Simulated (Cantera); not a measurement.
## NO annealing gas

A perfectly stirred reactor is fed with NO : N2 = 1 : 16 (molar parts), at 39000 Pa; it is held at 2050 K, and followed from long to short residence time.

Computed with Cantera and GRI-Mech 3.0 (53 species, 325 reactions).

| τ (s) | x NO | x N2O | x O | x O2 | x N2 | x NO2 |
|---|---|---|---|---|---|---|
| 28 | 0.00821 | 1.56e-7 | 0.000249 | 0.0252 | 0.966 | 2.82e-6 |
| 5.1 | 0.0229 | 3.47e-7 | 0.000212 | 0.0178 | 0.959 | 6.67e-6 |
| 0.94 | 0.0478 | 1.14e-6 | 0.000126 | 0.00543 | 0.947 | 8.13e-6 |
| 0.17 | 0.0571 | 1.59e-6 | 6.81e-5 | 0.000809 | 0.942 | 5.15e-6 |
| 0.031 | 0.0586 | 1.64e-6 | 4.61e-5 | 0.000105 | 0.941 | 3.55e-6 |
| 0.0058 | 0.0588 | 1.50e-6 | 1.96e-5 | 6.59e-6 | 0.941 | 1.53e-6 |
| 0.0011 | 0.0588 | 1.01e-6 | 3.62e-6 | 1.85e-7 | 0.941 | 2.65e-7 |
x: mole fraction; the columns are a selection and need not sum to one.
